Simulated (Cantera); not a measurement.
## Equilibrium for abatement and gas-phase synthesis: CS2 + SO2 + H2

Charge: 1 mol CS2, 0.069 mol SO2, 0.078 mol H2, at 6.23 Torr.

These are equilibrium values from Cantera (NASA tables, ideal gas, pure condensed phases), not measurements of a reactor. Candidate condensed phases: C, C6H6, C7H8, C8H18, H2O, H2SO4, S; 123 gas species. Equilibrium is a limit: real reactors are often held back by kinetics, nucleation or transport.

```csv
T (K),log p S,log p CS,log p CS2,log p S2,log p CO,log p H,log p H2,log p SH
2100,-3.57,-2.61,-2.64,-2.70,-3.12,-4.23,-3.45,-4.13
2200,-3.32,-2.53,-2.80,-2.68,-3.14,-4.00,-3.51,-4.06
2300,-3.10,-2.49,-2.99,-2.69,-3.16,-3.81,-3.59,-4.03
2400,-2.91,-2.47,-3.19,-2.73,-3.19,-3.64,-3.69,-4.04
2500,-2.76,-2.46,-3.42,-2.80,-3.21,-3.51,-3.83,-4.08
2600,-2.64,-2.47,-3.65,-2.91,-3.24,-3.42,-4.00,-4.16
2700,-2.54,-2.48,-3.89,-3.05,-3.26,-3.35,-4.21,-4.28
2800,-2.48,-2.49,-4.14,-3.22,-3.28,-3.31,-4.45,-4.43
2900,-2.44,-2.50,-4.38,-3.42,-3.29,-3.29,-4.70,-4.61
3000,-2.41,-2.51,-4.63,-3.63,-3.30,-3.28,-4.95,-4.80
3100,-2.40,-2.51,-4.86,-3.84,-3.31,-3.27,-5.20,-4.99
```
log p: log10 of the partial pressure in bar; nothing condenses.

From 2100 K to 3100 K nothing is condensed. The main C-bearing gas is CS throughout.
